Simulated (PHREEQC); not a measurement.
Dissolve 0.02 mol H2SO4 and 0.00013 mol CuCl2 per kg of water at 80 °C. Closed to the air; pH follows from the charge balance.

Model: ion-association model, wateq4f.dat, run in PHREEQC.

This is a speciation only: nothing precipitates in the calculation.

Problem. Order these S species by the share of S that they hold, largest first: HSO4-, CuSO4, SO4-2.

Solution. HSO4- (83 %), SO4-2 (17 %), CuSO4 (0.13 %)

Problem. Order these Cu species by the share of Cu that they hold, largest first: CuCl+, Cu+2, CuSO4.

Solution. Cu+2 (80 %), CuSO4 (20 %), CuCl+ (0.28 %)

The pH is 1.69 and the ionic strength 0.0272 mol/kgw. Species that the database lacks are ignored. At this temperature some constants are extrapolated from 25 °C, and those without enthalpy data are left unchanged.
